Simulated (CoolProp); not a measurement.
Vapour-liquid equilibrium of n-pentane (1) + benzene (2) at 0.273 MPa; x and y are mole fractions of (1).

Model: multi-fluid Helmholtz-energy mixture model, Thol 2019 and Thol 2012; pair parameters Bell 2016, in CoolProp.

Question: Give the bubble temperature and the first vapour's composition at x = 0.5, 0.575, 0.875. Is there an azeotrope?

Answer: x = 0.5: 81.9 °C, y = 0.762; x = 0.575: 79.5 °C, y = 0.804; x = 0.875: 71.5 °C, y = 0.944. No azeotrope shows between x = 0.05 and 0.95.

Pair parameters are fitted to limited data, so mixtures are less certain than the pure fluids.
